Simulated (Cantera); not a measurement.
# Thermodynamics of fluorocarbon and chlorocarbon gases, feed C2F6 + F2

Input: 1 mol C2F6, 0.83 mol F2, equilibrated at 0.383 Torr.

These are equilibrium values from Cantera (NASA tables, ideal gas, pure condensed phases), not measurements of a reactor. Candidate condensed phases: C; 13 gas species. The feed counts by its element totals alone. Gases not in the tables: C2F6 and larger saturated fluorocarbons. Equilibrium is a limit: real reactors are often held back by kinetics, nucleation or transport.

| T (°C) | x CF4 | x CF2 | x F | x CF3 | x CF | n C(graphite) |
|---|---|---|---|---|---|---|
| 627 | 1.00 | 5.45e-10 | 2.67e-11 | 1.06e-9 | <1e-12 | 0.0850 |
| 702 | 1.00 | 1.00e-8 | 6.86e-10 | 1.12e-8 | <1e-12 | 0.0850 |
| 777 | 1.00 | 1.21e-7 | 1.11e-8 | 8.36e-8 | <1e-12 | 0.0850 |
| 852 | 1.000 | 1.04e-6 | 1.24e-7 | 4.77e-7 | <1e-12 | 0.0850 |
| 927 | 1.000 | 6.84e-6 | 1.02e-6 | 2.19e-6 | 5.63e-12 | 0.0850 |
| 1002 | 1.000 | 3.59e-5 | 6.60e-6 | 8.38e-6 | 9.92e-11 | 0.0850 |
| 1077 | 1.000 | 0.000156 | 3.47e-5 | 2.76e-5 | 1.27e-9 | 0.0849 |
| 1152 | 0.999 | 0.000581 | 0.000153 | 8.01e-5 | 1.24e-8 | 0.0845 |
| 1227 | 0.997 | 0.00189 | 0.000581 | 0.000208 | 9.57e-8 | 0.0834 |
| 1302 | 0.992 | 0.00547 | 0.00194 | 0.000493 | 6.08e-7 | 0.0804 |
| 1377 | 0.979 | 0.0143 | 0.00581 | 0.00107 | 3.26e-6 | 0.0735 |
| 1452 | 0.948 | 0.0339 | 0.0157 | 0.00214 | 1.50e-5 | 0.0582 |
| 1527 | 0.884 | 0.0733 | 0.0388 | 0.00391 | 5.98e-5 | 0.0276 |
| 1602 | 0.777 | 0.121 | 0.0955 | 0.00596 | 0.000163 | 0 |
x: gas mole fraction; n: condensed amount in mol.

From 627 °C to 1527 °C the condensed part is C(graphite). At 1602 °C nothing is condensed. The main C-bearing gas is CF4 throughout.
